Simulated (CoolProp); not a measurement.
Vapour-liquid equilibrium of diethyl ether (1) + methanol (2) at 22.4 kPa; x and y are mole fractions of (1).

Model: multi-fluid Helmholtz-energy mixture model, Thol 2014 and de Reuck 1993; pair parameters Bell 2016, in CoolProp.

```
x     bubble temperature (°C)  y at the bubble point  dew temperature at overall composition x (°C)  liquid density (mol/L)
----  -----------------------  ---------------------  ---------------------------------------------  ----------------------
0.05                     20.2                  0.433                                           29.5                   23.14
0.2                       6.7                  0.759                                           26.3                   19.71
0.35                      2.7                  0.821                                           22.6                   16.90
0.5                       1.1                  0.845                                           18.1                   14.68
0.65                      0.1                  0.865                                           12.3                   12.90
0.8                      -0.9                  0.897                                            4.1                   11.47
0.95                     -1.9                  0.963                                           -1.8                   10.30
```

No azeotrope shows between x = 0.05 and 0.95.

Pair parameters are fitted to limited data, so mixtures are less certain than the pure fluids. With so large a gap from Raoult's law the liquid may split in two, which this calculation doesn't test in full.
